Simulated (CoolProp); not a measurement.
Aqueous ethanol as a coolant, at 21 °C, 1 atm.

Model: Melinder's fits for secondary coolants, in CoolProp.

```csv
mass %,freezing point (°C),cp (kJ/(kg K)),conductivity (W/(m K)),viscosity (mPa s),density (kg/m³)
4.7,-1.9,4.234,0.566,1.19,989.3
8.9,-3.8,4.288,0.537,1.42,983.1
13.1,-6.2,4.323,0.510,1.67,977.5
17.3,-9.0,4.334,0.483,1.93,972.1
21.5,-12.4,4.318,0.458,2.17,966.4
25.7,-16.1,4.279,0.435,2.39,960.3
29.9,-20.0,4.220,0.412,2.56,953.6
34.1,-24.1,4.148,0.390,2.68,946.1
38.3,-28.0,4.068,0.370,2.75,938.0
42.6,-31.8,3.983,0.350,2.78,929.1
```
